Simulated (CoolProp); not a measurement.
Properties of water along the isotherm 679.4 K.

Values from CoolProp's reference Helmholtz-energy equation of state, Wagner 2002.

```
p (MPa)          phase       Z  speed of sound (m/s)  isothermal compressibility (1/MPa)  viscosity (µPa s)  Prandtl number
-------  -------------  ------  --------------------  ----------------------------------  -----------------  --------------
0.174              gas  0.9978                 634.6                               5.760               24.7           0.926
0.263              gas  0.9967                 634.2                               3.815               24.7           0.927
0.397              gas  0.9950                 633.7                               2.532               24.7           0.928
0.599              gas  0.9925                 632.8                               1.682               24.7           0.930
0.903              gas  0.9886                 631.6                               1.120               24.7           0.933
1.36               gas  0.9828                 629.6                              0.7484               24.7           0.938
2.06               gas  0.9736                 626.6                              0.4989               24.7           0.946
3.1                gas  0.9598                 621.9                              0.3366               24.7           0.959
4.68               gas  0.9380                 614.6                              0.2287               24.7           0.982
7.06               gas  0.9034                 602.8                              0.1583               24.7            1.03
10.6               gas  0.8473                 583.5                              0.1140               24.9            1.11
16.1               gas  0.7467                 548.3                             0.08908               25.5            1.31
24.2     supercritical  0.5496                 478.6                             0.09616               28.2            1.92
36.6     supercritical  0.2548                 532.8                             0.02988               54.6            1.74
55.2     supercritical  0.3029                 780.0                            0.006471               68.7           0.997
```

Viscosity comes from a separate model (Huber 2009). Thermal conductivity comes from a separate model (Huber 2012).
